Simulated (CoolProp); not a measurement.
Vapour-liquid equilibrium of R143a (1) + R236FA (2) at 0.153 bar; x and y are mole fractions of (1).

Computed with CoolProp (multi-fluid Helmholtz-energy mixture model, Lemmon and Jacobsen 2000 and Pan 2012; pair parameters Bell 2016).

```
x     bubble temperature (°C)  y at the bubble point  dew temperature at overall composition x (°C)  liquid density (mol/L)
----  -----------------------  ---------------------  ---------------------------------------------  ----------------------
0.05                    -44.8                  0.324                                          -40.0                   10.50
0.15                    -53.5                  0.660                                          -41.6                   10.96
0.25                    -59.8                    [?]                                            [?]                   11.41
0.35                    -64.7                    [?]                                          -45.4                   11.84
0.45                      [?]                  0.931                                          -47.6                     [?]
0.55                    -71.5                  0.957                                          -50.1                   12.72
0.65                    -74.1                  0.973                                          -53.1                   13.18
0.75                    -76.2                    [?]                                          -56.9                   13.65
0.85                    -78.1                    [?]                                          -62.0                   14.14
0.95                    -79.7                  0.998                                          -70.6                   14.65
```

### Question
Complete the blanks.

### Answer

- 0.25, y at the bubble point: 0.811
- 0.25, dew temperature at overall composition x (°C): -43.4
- 0.35, y at the bubble point: 0.888
- 0.45, bubble temperature (°C): -68.4
- 0.45, liquid density (mol/L): 12.28
- 0.75, y at the bubble point: 0.984
- 0.85, y at the bubble point: 0.992

No azeotrope shows between x = 0.05 and 0.95.

Pair parameters are fitted to limited data, so mixtures are less certain than the pure fluids.
